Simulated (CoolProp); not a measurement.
Properties of sulfur dioxide along the isotherm 525 K (Tc = 430.6 K, pc = 7.887 MPa, ω = 0.256).

Computed with CoolProp (reference Helmholtz-energy equation of state, Gao 2016).

| p (MPa) | phase | speed of sound (m/s) | Joule-Thomson coefficient (K/MPa) | isothermal compressibility (1/MPa) | fugacity coefficient |
|---|---|---|---|---|---|
| 1.31 | gas | 283.1 | 7.511 | 0.7861 | 0.9720 |
| 2.63 | gas | 278.6 | 7.464 | 0.4042 | 0.9443 |
| 3.94 | gas | 274.3 | 7.396 | 0.2790 | 0.9173 |
| 5.26 | gas | 270.0 | ___ | 0.2167 | 0.8905 |
| 6.57 | gas | 266.1 | 7.168 | 0.1801 | ___ |
| 7.89 | supercritical | 262.4 | 6.998 | ___ | 0.8388 |
| 9.2 | supercritical | 259.3 | 6.785 | 0.1392 | 0.8139 |
| 10.5 | supercritical | 256.8 | 6.529 | 0.1267 | 0.7898 |
| 11.8 | supercritical | 255.1 | 6.226 | 0.1168 | 0.7663 |

### Question
What belongs in the gaps?

### Answer

- 5.26, Joule-Thomson coefficient (K/MPa): 7.298
- 6.57, fugacity coefficient: 0.8645
- 7.89, isothermal compressibility (1/MPa): 0.1560
